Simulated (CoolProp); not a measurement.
Properties of sulfur dioxide along the isobar 0.841 MPa.

Model: reference Helmholtz-energy equation of state, Gao 2016, in CoolProp.

```csv
T (K),phase,Joule-Thomson coefficient (K/MPa),isothermal compressibility (1/MPa)
425.2,gas,12.86,(withheld)
431.9,gas,(withheld),1.237
438.6,gas,(withheld),1.234
445.3,gas,11.36,(withheld)
451.9,gas,10.94,1.229
458.6,gas,10.53,1.227
465.3,gas,10.14,1.225
472,gas,9.780,1.223
478.7,gas,9.438,1.221
485.4,gas,9.116,1.219
492.1,gas,(withheld),1.218
498.7,gas,8.525,1.216
505.4,gas,8.251,1.215
```

Question: Fill in the missing entries.

Answer: 
- 425.2, isothermal compressibility (1/MPa): 1.240
- 431.9, Joule-Thomson coefficient (K/MPa): 12.33
- 438.6, Joule-Thomson coefficient (K/MPa): 11.83
- 445.3, isothermal compressibility (1/MPa): 1.231
- 492.1, Joule-Thomson coefficient (K/MPa): 8.810
